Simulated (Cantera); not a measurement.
Feed: 1 mol Al(CH3)3, 0.9 mol N2, 870 mol H2, 2.9 mol N2O, equilibrated at 0.400 bar.

Equilibrium computed with Cantera from the NASA thermochemical tables; the gas is ideal and each condensed phase is pure. Candidate condensed phases: Al, AlN, Al2O3, C, C6H6, C7H8, C8H18, H2O; 148 gas species. The feed counts by its element totals alone. Kinetics and transport are ignored. All values below are at 1627 °C.

Base state: H2 0.991, N2 0.00382, CO 0.00327, H 0.00125, Al 0.000178, HCN 8.18e-5, AlH 3.94e-5, CH4 3.01e-5 (mole fractions); condensed: AlN(s).

What changes in the equilibrium state with this change: pressure from 0.400 bar to 13.3 mbar?


```csv
species,before,after
H2,0.991,0.984
H,0.00125,0.00682
N2,0.00382,0.00424
Al,0.000178,0.00108
CH4,3.01e-5,1.06e-6
Al2O,1.49e-5,5.75e-7
"AlN(s), mol",0.782,0
```
